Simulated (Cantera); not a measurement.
Input (Python, Cantera):

```python
import numpy as np
import cantera as ct

gas = ct.Solution("gri30.yaml")
gas.TPX = 375, 100000, {'CH4': 1, 'C2H6': 0.085, 'O2': 2.52, 'N2': 9.49}
inlet = ct.Reservoir(gas, clone=True)
gas.equilibrate("HP")  # start burning
reactor = ct.IdealGasConstPressureReactor(gas, energy="on", clone=False)
exhaust = ct.Reservoir(gas, clone=True)
tau = [0.25, 0.082, 0.027, 0.0087, 0.0028, 0.00092, 0.0003, 9.7e-05, 3.1e-05, 1e-05][0]
for a, b in ((inlet, reactor), (reactor, exhaust)):
    ct.MassFlowController(a, b, mdot=lambda t: reactor.mass / tau)
net = ct.ReactorNet([reactor])
show = ['CH4', 'C2H6', 'O2', 'N2O', 'NO']

rows = []
print(f"{'tau/s':>10s}{'T/K':>9s}" + "".join(f"{s:>11s}" for s in show))
for tau in [0.25, 0.082, 0.027, 0.0087, 0.0028, 0.00092, 0.0003, 9.7e-05, 3.1e-05, 1e-05]:
    net.initial_time = 0.0
    net.advance(30 * tau)
    before = gas.X
    net.advance(40 * tau)
    drift = np.max(np.abs(gas.X - before) / (gas.X + 1e-9))
    rows.append([gas.T, *gas[show].X, drift])
    print(f"{tau:10.3e}{gas.T:9.1f}" + "".join(f"{x:11.3e}" for x in gas[show].X))
```

Output:

```
     tau/s      T/K        CH4       C2H6         O2        N2O         NO
 2.500e-01   2192.2  1.355e-06  1.366e-08  1.792e-02  1.978e-07  1.611e-03
 8.200e-02   2184.5  3.634e-06  4.037e-08  1.866e-02  2.034e-07  9.113e-04
 2.700e-02   2164.0  8.761e-06  1.158e-07  1.982e-02  2.086e-07  5.001e-04
 8.700e-03   2123.4  1.976e-05  3.230e-07  2.175e-02  2.019e-07  2.792e-04
 2.800e-03   2061.4  4.447e-05  8.581e-07  2.450e-02  1.806e-07  1.580e-04
 9.200e-04   1982.1  1.053e-04  2.212e-06  2.796e-02  1.569e-07  9.116e-05
 3.000e-04   1886.9  2.867e-04  6.160e-06  3.263e-02  1.358e-07  5.015e-05
 9.700e-05   1764.4  1.123e-03  2.384e-05  4.225e-02  1.113e-07  2.134e-05
 3.100e-05    375.0  7.637e-02  6.491e-03  1.924e-01 -5.509e-22 -9.345e-20
 1.000e-05    375.0  7.637e-02  6.491e-03  1.924e-01 -3.592e-25 -6.093e-23
```

Model: GRI-Mech 3.0 (53 species, 325 reactions), integrated in Cantera.
